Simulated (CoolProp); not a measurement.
A closed Brayton cycle with nitrogen: compressor inlet 308.15 K and 0.56 MPa, high pressure 1.55 MPa, turbine inlet 650 K, compressor efficiency 0.89, turbine efficiency 0.85, recuperator effectiveness 0.9 (on enthalpy, no pinch check). Each further row changes one setting.

Values from CoolProp's reference Helmholtz-energy equation of state, Span 2000.

```json
[
 {"case": "as stated", "thermal efficiency (%)": "15.6", "net work (kJ/kg)": "24.4", "compressor to turbine work": "0.83", "compressor exit (K)": "425.0", "turbine exit (K)": "514.0"},
 {"case": "turbine inlet 600 K", "thermal efficiency (%)": "9.2", "net work (kJ/kg)": "13.0", "compressor to turbine work": "0.90", "compressor exit (K)": "425.0", "turbine exit (K)": "473.5"},
 {"case": "compressor inlet 318.15 K", "thermal efficiency (%)": "13.2", "net work (kJ/kg)": "20.4", "compressor to turbine work": "0.86", "compressor exit (K)": "438.7", "turbine exit (K)": "514.0"},
 {"case": "high pressure 1.32 MPa", "thermal efficiency (%)": "18.3", "net work (kJ/kg)": "25.7", "compressor to turbine work": "0.80", "compressor exit (K)": "404.3", "turbine exit (K)": "533.2"},
 {"case": "recuperator effectiveness 0.5", "thermal efficiency (%)": "12.6", "net work (kJ/kg)": "24.4", "compressor to turbine work": "0.83", "compressor exit (K)": "425.0", "turbine exit (K)": "514.0"}
]
```
